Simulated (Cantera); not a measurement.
A closed system holds: 1 mol C2F6, 0.017 mol F2, 0.75 mol H2.

Points: T (K) = 1098, 1173, 1248, 1323, 1398, 1473, 1548, 1623, 1698, 1773; P (Pa) = 1, 3.2, 10, 32, 100, 320, 1000, 3200, 10000, 32000, 100000.

Cantera's Mixture.equilibrate('TP', solver="vcs", rtol=1e-11, max_steps=5000) on the NASA tables stopped like this:

```
ERROR: FAILURE its = 5001!

*******************************************************************************
CanteraError thrown by MultiPhase::equilibrate:
VCS solver failed. Return code: -1
*******************************************************************************
```

Problem. What got this run through?

Solution. Several could match; the one computed here: The failure is numerical, not chemical. The same input converged with solver="gibbs", rtol=1e-10, max_steps=50000, and the result passed a check of the equilibrium conditions:
```
   1098          1  C(gr)
   1173          1  C(gr)
   1248          1  C(gr)
   1323          1  C(gr)
   1398          1  C(gr)
   1473          1  C(gr)
   1548          1  C(gr)
   1623          1  C(gr)
   1698          1  C(gr)
   1773          1  C(gr)
   1098        3.2  C(gr)
   1173        3.2  C(gr)
   1248        3.2  C(gr)
   1323        3.2  C(gr)
   1398        3.2  C(gr)
   1473        3.2  C(gr)
   1548        3.2  C(gr)
   1623        3.2  C(gr)
   1698        3.2  C(gr)
   1773        3.2  C(gr)
   1098         10  C(gr)
   1173         10  C(gr)
   1248         10  C(gr)
   1323         10  C(gr)
   1398         10  C(gr)
   1473         10  C(gr)
   1548         10  C(gr)
   1623         10  C(gr)
   1698         10  C(gr)
   1773         10  C(gr)
   1098         32  C(gr)
   1173         32  C(gr)
   1248         32  C(gr)
   1323         32  C(gr)
   1398         32  C(gr)
   1473         32  C(gr)
   1548         32  C(gr)
   1623         32  C(gr)
   1698         32  C(gr)
   1773         32  C(gr)
   1098        100  C(gr)
   1173        100  C(gr)
   1248        100  C(gr)
   1323        100  C(gr)
   1398        100  C(gr)
   1473        100  C(gr)
   1548        100  C(gr)
   1623        100  C(gr)
   1698        100  C(gr)
   1773        100  C(gr)
   1098        320  C(gr)
   1173        320  C(gr)
   1248        320  C(gr)
   1323        320  C(gr)
   1398        320  C(gr)
   1473        320  C(gr)
   1548        320  C(gr)
   1623        320  C(gr)
   1698        320  C(gr)
   1773        320  C(gr)
   1098       1000  C(gr)
   1173       1000  C(gr)
   1248       1000  C(gr)
   1323       1000  C(gr)
   1398       1000  C(gr)
   1473       1000  C(gr)
   1548       1000  C(gr)
   1623       1000  C(gr)
   1698       1000  C(gr)
   1773       1000  C(gr)
   1098       3200  C(gr)
   1173       3200  C(gr)
   1248       3200  C(gr)
   1323       3200  C(gr)
   1398       3200  C(gr)
   1473       3200  C(gr)
   1548       3200  C(gr)
   1623       3200  C(gr)
   1698       3200  C(gr)
   1773       3200  C(gr)
   1098      1e+04  C(gr)
   1173      1e+04  C(gr)
   1248      1e+04  C(gr)
   1323      1e+04  C(gr)
   1398      1e+04  C(gr)
   1473      1e+04  C(gr)
   1548      1e+04  C(gr)
   1623      1e+04  C(gr)
   1698      1e+04  C(gr)
   1773      1e+04  C(gr)
   1098    3.2e+04  C(gr)
   1173    3.2e+04  C(gr)
   1248    3.2e+04  C(gr)
   1323    3.2e+04  C(gr)
   1398    3.2e+04  C(gr)
   1473    3.2e+04  C(gr)
   1548    3.2e+04  C(gr)
   1623    3.2e+04  C(gr)
   1698    3.2e+04  C(gr)
   1773    3.2e+04  C(gr)
   1098      1e+05  C(gr)
   1173      1e+05  C(gr)
   1248      1e+05  C(gr)
   1323      1e+05  C(gr)
   1398      1e+05  C(gr)
   1473      1e+05  C(gr)
   1548      1e+05  C(gr)
   1623      1e+05  C(gr)
   1698      1e+05  C(gr)
   1773      1e+05  C(gr)
```

The gas is ideal and each condensed phase is pure. The feed counts by its element totals alone.
